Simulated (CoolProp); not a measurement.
A single-stage vapour-compression cycle with the fluid: evaporating at 215.15 K (dew point), condensing at 252.15 K (bubble point), superheat 8 K, subcooling 5 K, compressor efficiency 0.75, no pressure losses. The same conditions are run with several fluids, on thermodynamics alone (safety and materials aside).

Computed with CoolProp (reference Helmholtz-energy equation of state of each fluid (dimethyl ether: Wu 2011; R143a: Lemmon and Jacobsen 2000; R507A: Lemmon 2003; hydrogen sulfide: Lemmon 2006; R13: Platzer 1990; R134a: Tillner-Roth 1994)). The equations of Platzer and Polt are older, rougher fits. Blends and air are pseudo-pure fits.

```json
[
 {"fluid": "dimethyl ether", "cooling COP": "3.89", "pressure ratio": "6.49", "discharge temperature (K)": "309.1", "refrigerating effect (kJ/kg)": "441", "volumetric capacity (kJ/m³)": "203"},
 {"fluid": "R143a", "cooling COP": "3.86", "pressure ratio": "5.15", "discharge temperature (K)": "288.1", "refrigerating effect (kJ/kg)": "197", "volumetric capacity (kJ/m³)": "545"},
 {"fluid": "R507A", "cooling COP": "3.85", "pressure ratio": "5.32", "discharge temperature (K)": "284.1", "refrigerating effect (kJ/kg)": "170", "volumetric capacity (kJ/m³)": "530"},
 {"fluid": "hydrogen sulfide", "cooling COP": "3.69", "pressure ratio": "4.64", "discharge temperature (K)": "357.6", "refrigerating effect (kJ/kg)": "488", "volumetric capacity (kJ/m³)": "1040"},
 {"fluid": "R13", "cooling COP": "3.65", "pressure ratio": "3.64", "discharge temperature (K)": "284.1", "refrigerating effect (kJ/kg)": "110", "volumetric capacity (kJ/m³)": "2050"},
 {"fluid": "R134a", "cooling COP": "3.90", "pressure ratio": "7.03", "discharge temperature (K)": "293.5", "refrigerating effect (kJ/kg)": "202", "volumetric capacity (kJ/m³)": "204"}
]
```
